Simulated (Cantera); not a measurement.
An isothermal, constant-pressure homogeneous reactor starts with CH4 : N2 = 1 : 70 (molar parts), at 1948 K and 65.0 Pa.

Detailed kinetics in Cantera: GRI-Mech 3.0 (53 species, 325 reactions). GRI-Mech 3.0 stops at C3 and has no aromatics, soot or wall deposition, so with more carbon than oxygen in the feed, carbon stays in small species such as C2H2 where larger ones or solid carbon would form. Radical loss at walls, strong at low pressure, is not modelled.

**Question.** Predict: x(CH4) at 10.0 s; x(C2H) at 10.0 s; x(CH3) at 10.0 s; x(H2) at 10.0 s; x(C2H4) at 10.0 s; x(H) at 10.0 s.

**Answer.** 
- x(CH4) at 10.0 s = 5.34e-5 (gas-phase equilibrium 6.42e-10)
- x(C2H) at 10.0 s = 2.38e-6 (gas-phase equilibrium 2.04e-6)
- x(CH3) at 10.0 s = 2.36e-5 (gas-phase equilibrium 4.25e-9)
- x(H2) at 10.0 s = 0.0205 (gas-phase equilibrium 0.0178)
- x(C2H4) at 10.0 s = 1.62e-7 (gas-phase equilibrium 4.09e-11)
- x(H) at 10.0 s = 0.000457 (gas-phase equilibrium 0.00596)
